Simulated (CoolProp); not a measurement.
Vapour-liquid equilibrium of toluene (1) + n-dodecane (2) at 272.15 °C; x and y are mole fractions of (1).

Model: multi-fluid Helmholtz-energy mixture model, Lemmon 2006 and Lemmon 2004; pair parameters Bell 2016, in CoolProp.

| x | bubble pressure, mixture model (kPa) | bubble pressure, Raoult's law (kPa) | y, mixture model | y, Raoult's law |
|---|---|---|---|---|
| 0.05 | 381.7 | 423.4 | [?] | 0.269 |
| 0.125 | 476.0 | 569.9 | 0.357 | 0.500 |
| 0.2 | [?] | 716.5 | 0.499 | 0.636 |
| 0.275 | 697.7 | 863.0 | 0.606 | 0.726 |
| 0.35 | [?] | 1010 | 0.688 | 0.790 |
| 0.425 | 955.9 | 1156 | [?] | 0.838 |
| 0.5 | [?] | 1303 | [?] | 0.875 |
| 0.575 | 1246 | 1449 | 0.844 | 0.904 |
| 0.65 | 1403 | 1596 | 0.880 | 0.929 |
| 0.725 | 1569 | 1742 | 0.910 | 0.949 |
| 0.8 | [?] | 1889 | 0.937 | 0.966 |
| 0.875 | 1934 | 2035 | 0.962 | 0.980 |
| 0.95 | 2136 | 2182 | [?] | 0.993 |

What belongs in the gaps?


- 0.05, y, mixture model: 0.165
- 0.2, bubble pressure, mixture model (kPa): 581.8
- 0.35, bubble pressure, mixture model (kPa): 822.7
- 0.425, y, mixture model: 0.752
- 0.5, bubble pressure, mixture model (kPa): 1097
- 0.5, y, mixture model: 0.803
- 0.8, bubble pressure, mixture model (kPa): 1746
- 0.95, y, mixture model: 0.985

The largest gap from Raoult's law is -19.2 % in bubble pressure, at x = 0.275. No azeotrope shows between x = 0.05 and 0.95.

Pair parameters are fitted to limited data, so mixtures are less certain than the pure fluids.
